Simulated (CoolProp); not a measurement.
Sulfur dioxide at 298.15 K and 0.119 MPa is throttled through a valve to 0.0182 MPa with no heat exchange. Each further row changes one setting.

Values from CoolProp's reference Helmholtz-energy equation of state, Gao 2016.

```tsv
case	temperature change (K)	final density (kg/m³)
as stated	(withheld)	(withheld)
outlet pressure 0.00546 MPa	(withheld)	(withheld)
outlet pressure 0.0237 MPa	(withheld)	(withheld)
```

What belongs in the gaps?


- as stated, temperature change (K): -4.0
- as stated, final density (kg/m³): 0.478
- outlet pressure 0.00546 MPa, temperature change (K): -4.5
- outlet pressure 0.00546 MPa, final density (kg/m³): 0.143
- outlet pressure 0.0237 MPa, temperature change (K): -3.7
- outlet pressure 0.0237 MPa, final density (kg/m³): 0.623
